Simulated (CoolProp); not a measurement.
R141b along the isotherm 500 K: density (kg/m³) from the reference equation and from simpler models built on Tc = 477.5 K, pc = 4.212 MPa, ω = 0.220; each cubic takes its own stable root.

Model: reference Helmholtz-energy equation of state, Lemmon 2006, in CoolProp. It is a short technical equation, of lower accuracy than the large ones.

```csv
p (MPa),phase,reference
0.658,gas,19.39
1.32,gas,41.00
1.97,gas,64.97
2.63,gas,93.24
3.29,gas,127.5
3.95,gas,171.9
4.61,supercritical,237.1
5.26,supercritical,353.2
5.92,supercritical,515.9
6.58,supercritical,608.0
7.24,supercritical,658.2
7.9,supercritical,691.6
8.55,supercritical,716.4
9.21,supercritical,736.8
9.87,supercritical,753.9
10.5,supercritical,768.0
```

### Question
How far does each simpler model (ideal gas, van der Waals, Redlich-Kwong, Soave-Redlich-Kwong, Peng-Robinson) lie from the reference over these 16 states: mean and median of the absolute difference, and the worst?

### Answer
- ideal gas: mean 46.6 %, median 59.8 %, worst -69.6 % at 500 K and 6.58 MPa
- van der Waals: mean 12.2 %, median 11.0 %, worst -25.0 % at 500 K and 10.5 MPa
- Redlich-Kwong: mean 6.0 %, median 4.8 %, worst -12.2 % at 500 K and 7.24 MPa
- Soave-Redlich-Kwong: mean 7.9 %, median 10.0 %, worst -16.0 % at 500 K and 6.58 MPa
- Peng-Robinson: mean 4.2 %, median 3.3 %, worst -8.8 % at 500 K and 6.58 MPa
